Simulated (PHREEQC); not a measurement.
Consider water at 25 °C with 0.00099 mol/kgw CaSO4, 0.00039 mol/kgw NaF and 0.00036 mol/kgw MgSO4. Closed to the air; pH follows from the charge balance.

The numbers come from PHREEQC with the ion-association model, wateq4f.dat.

No solid was allowed to form.

Q: What pH does the model give?

A: pH 7.08.

Q: In which forms is S present?

A: SO4-2 88 %, CaSO4 8.4 %, MgSO4 3.5 % of the S.

Examples of supersaturated solids here: Fluorite. Others may be too.
